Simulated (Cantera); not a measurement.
A perfectly stirred reactor is fed with CH4 : O2 : N2 : CO2 = 1 : 1.82 : 6.84 : 0.33 (molar parts), at 10.0 bar; it is adiabatic with a 500 K inlet, and is followed from long to short residence time, starting on the burning branch (τ in s: 0.06, 0.033, 0.018, 0.0099, 0.0054, 0.003, 0.0016, 0.00089, 0.00049, 0.00027, 0.00015, 8.1e-05).

Cantera simulation using GRI-Mech 3.0 (53 species, 325 reactions); the numbers are that mechanism's predictions, not measurements.

**Question.** Predict: blow-out, bracketed by the residence times tried; x(CH4) at τ = 60.0 ms; x(O2) at τ = 60.0 ms; x(CO2) at τ = 60.0 ms; x(C2H2) at τ = 60.0 ms; x(H2O) at τ = 60.0 ms; x(CH4) at τ = 1.60 ms; x(O2) at τ = 1.60 ms; x(CO2) at τ = 1.60 ms; x(C2H2) at τ = 1.60 ms; x(H2O) at τ = 1.60 ms.

**Answer.** 
| Property | Value |
|---|---|
| blow-out, bracketed by the residence times tried | burning at 81.0 µs, the shortest tried |
| x(CH4) at τ = 60.0 ms | 5.26e-6 |
| x(O2) at τ = 60.0 ms | 0.000254 |
| x(CO2) at τ = 60.0 ms | 0.103 |
| x(C2H2) at τ = 60.0 ms | 7.80e-9 |
| x(H2O) at τ = 60.0 ms | 0.187 |
| x(CH4) at τ = 1.60 ms | 5.61e-5 |
| x(O2) at τ = 1.60 ms | 0.00170 |
| x(CO2) at τ = 1.60 ms | 0.101 |
| x(C2H2) at τ = 1.60 ms | 4.67e-7 |
| x(H2O) at τ = 1.60 ms | 0.185 |
